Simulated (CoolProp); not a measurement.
A simple Rankine cycle with hexamethyldisiloxane (MM): condensing at 319.15 K, boiler at 0.491 MPa, turbine inlet 441.4 K, turbine efficiency 0.9, pump efficiency 0.7, no recuperator. Each further row changes one setting.

Computed with CoolProp (reference Helmholtz-energy equation of state, Thol 2016).

```
case                             thermal efficiency (%)  net work (kJ/kg)  heat in (kJ/kg)  turbine exit temperature (K)  volume ratio over the turbine
-------------------------------  ----------------------  ----------------  ---------------  ----------------------------  -----------------------------
as stated                                          15.1              62.5              413                         398.3                           36.6
turbine inlet 461.4 K                               [?]              66.2              [?]                           [?]                           35.4
condensing temperature 311.15 K                    16.1               [?]              428                           [?]                           51.8
boiler pressure 0.344 MPa                          13.8              57.7              418                         404.2                            [?]
turbine efficiency 0.8                              [?]              55.4              413                         402.3                            [?]
```

Task: Complete the blanks.

Result: 
- turbine inlet 461.4 K, thermal efficiency (%): 14.6
- turbine inlet 461.4 K, heat in (kJ/kg): 453
- turbine inlet 461.4 K, turbine exit temperature (K): 418.7
- condensing temperature 311.15 K, net work (kJ/kg): 68.8
- condensing temperature 311.15 K, turbine exit temperature (K): 394.6
- boiler pressure 0.344 MPa, volume ratio over the turbine: 24.1
- turbine efficiency 0.8, thermal efficiency (%): 13.4
- turbine efficiency 0.8, volume ratio over the turbine: 37.0
